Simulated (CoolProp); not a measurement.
A simple Rankine cycle with cyclopentane: condensing at 308.15 K, boiler at 1.77 MPa, turbine inlet 549 K, turbine efficiency 0.85, pump efficiency 0.8, no recuperator. Each further row changes one setting.

Model: reference Helmholtz-energy equation of state, Gedanitz 2015, in CoolProp.

| case | thermal efficiency (%) | net work (kJ/kg) | heat in (kJ/kg) | turbine exit temperature (K) | volume ratio over the turbine |
|---|---|---|---|---|---|
| as stated | 19.5 | 158 | 812 | 463.7 | 27.1 |
| condensing temperature 300.15 K | 20.8 | 172 | 826 | 456.7 | 36.2 |
| boiler pressure 1.24 MPa | ___ | 146 | 821 | 474.5 | ___ |
| turbine efficiency 0.75 | ___ | 139 | 812 | 473.1 | 27.7 |

Question: Complete the blanks.

Answer: 
- boiler pressure 1.24 MPa, thermal efficiency (%): 17.8
- boiler pressure 1.24 MPa, volume ratio over the turbine: 18.7
- turbine efficiency 0.75, thermal efficiency (%): 17.2
